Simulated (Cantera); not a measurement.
Feed: 1 mol MgSO₄, 0.52 mol H₂, 5.2 mol H₂O, held at 1475 °C and 16.0 mbar.

Method: chemical equilibrium by Gibbs-energy minimisation in Cantera with the NASA 1993 tables (ideal gas, pure condensed phases). Rates play no part.

```json
[
 {"species": "H₂O", "before": "0.818", "after": "0.822"},
 {"species": "SO₂", "before": "0.143", "after": "0.144"},
 {"species": "O₂", "before": "0.0343", "after": "0.0343"},
 {"species": "OH", "before": "0.00255", "after": "0.000401"},
 {"species": "H₂", "before": "0.00114", "after": "6.63e-5"},
 {"species": "H", "before": "6.10e-5", "after": "1.13e-6"},
 {"species": "SO", "before": "6.65e-5", "after": "2.15e-6"},
 {"species": "O", "before": "0.000107", "after": "5.94e-6"},
 {"species": "SO₃", "before": "4.26e-5", "after": "0.000126"},
 {"species": "MgO(s), mol", "before": "1.000", "after": "1.000"}
]
```
Gas species are given as mole fractions.

Which change was made?
A. H₂ from 0.52 to 3.5 mol
B. H₂ from 0.52 to 2.1 mol
C. pressure from 16.0 mbar to 0.450 bar
D. temperature from 1475 °C to 1227 °C

D, temperature from 1475 °C to 1227 °C
